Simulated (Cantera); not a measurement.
A closed system holds: 1 mol TiO2, 1.3 mol C, 0.039 mol CO, 0.59 mol CH4, equilibrated at 0.0133 bar.

Equilibrium computed with Cantera from the NASA thermochemical tables; the gas is ideal and each condensed phase is pure. Candidate condensed phases: C, C6H6, C7H8, C8H18, H2O, Ti, TiC, TiO, TiO2, Ti2O3, Ti3O5, Ti4O7; 113 gas species. Mutual solubility and eutectic melting of coexisting phases are not modelled. TiC, TiO: taken at fixed stoichiometry. Condensed phases not in the tables: solid solutions among these carbides, nitrides and lower oxides. The numbers say what is thermodynamically allowed, not how fast it happens.

What share of the Ti ends up in condensed phases as a function of T (K), at 1823, 1923, 2023, 2123, 2223, 2323, 2423, 2523?


```json
[
 {"T (K)": "1823", "Ti condensed (%)": "100.0", "as": "TiC(s) + Ti2O3(s)"},
 {"T (K)": "1923", "Ti condensed (%)": "100.0", "as": "TiC(s) + TiO(s)"},
 {"T (K)": "2023", "Ti condensed (%)": "100.0", "as": "TiC(s) + TiO(l)"},
 {"T (K)": "2123", "Ti condensed (%)": "99.9", "as": "TiC(s) + TiO(l)"},
 {"T (K)": "2223", "Ti condensed (%)": "99.5", "as": "TiC(s) + TiO(l)"},
 {"T (K)": "2323", "Ti condensed (%)": "97.9", "as": "TiC(s) + TiO(l)"},
 {"T (K)": "2423", "Ti condensed (%)": "91.5", "as": "TiC(s) + TiO(l)"},
 {"T (K)": "2523", "Ti condensed (%)": "63.9", "as": "TiC(s) + TiO(l)"}
]
```
